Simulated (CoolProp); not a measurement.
Octamethyltrisiloxane (MDM) along the isotherm 575 K: fugacity coefficient from the reference equation and from simpler models built on Tc = 565.4 K, pc = 14.38 bar, ω = 0.528; each cubic takes its own stable root.

Computed with CoolProp (reference Helmholtz-energy equation of state, Thol 2017).

```tsv
p (bar)	phase	reference
2.7	gas	0.9418
5.39	gas	0.8842
8.09	gas	0.8266
10.8	gas	0.7684
13.5	gas	0.7088
16.2	supercritical	0.6440
18.9	supercritical	0.5752
21.6	supercritical	0.5206
```

Question: How far does each simpler model (van der Waals, Redlich-Kwong, Peng-Robinson) lie from the reference over these 8 states: mean and median of the absolute difference, and the worst?

Answer: 
- van der Waals: mean 2.6 %, median 2.7 %, worst +5.3 % at 575 K and 21.6 bar
- Redlich-Kwong: mean 0.4 %, median 0.4 %, worst -0.6 % at 575 K and 16.2 bar
- Peng-Robinson: mean 2.1 %, median 2.2 %, worst -2.9 % at 575 K and 13.5 bar
